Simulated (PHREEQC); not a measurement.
Solution (10 °C): 0.91 mol KOH, 0.0037 mol H3BO3 and 0.0028 mol Na2CO3 per kg of water. Closed to the air; pH follows from the charge balance.

Equilibrium calculation in PHREEQC: Pitzer model, pitzer.dat.

Each row changes one thing in this solution. This is a speciation only: nothing precipitates in the calculation.

```
case                                      pH  ionic strength (mol/kgw)  HCO3- (mol/kgw)  B(OH)3 (mol/kgw)
-------------------------------------  -----  ------------------------  ---------------  ----------------
as made                                14.43                     0.918          9.59e-8           2.03e-8
temperature from 10 to 55 °C           13.01                     0.918          1.06e-6           5.05e-7
diluted 10-fold with water               [?]                    0.0918          1.68e-7           2.05e-8
KOH from 0.91 to 0.091 mol/kgw           [?]                    0.0994          1.71e-6           2.13e-7
temperature from 10 to 70 °C           12.65                     0.918          2.14e-6           1.11e-6
Na2CO3 from 0.0028 to 0.00056 mol/kgw  14.43                     0.912          1.92e-8           2.03e-8
KOH from 0.91 to 1 mol/kgw             14.48                      1.01          8.46e-8           1.85e-8
```

Problem. Fill in the missing entries.

Solution. 
- diluted 10-fold with water, pH: 13.40
- KOH from 0.91 to 0.091 mol/kgw, pH: 13.38

Away from 25 °C the constants follow the database's enthalpies or fits; those with neither stay at their 25 °C values.
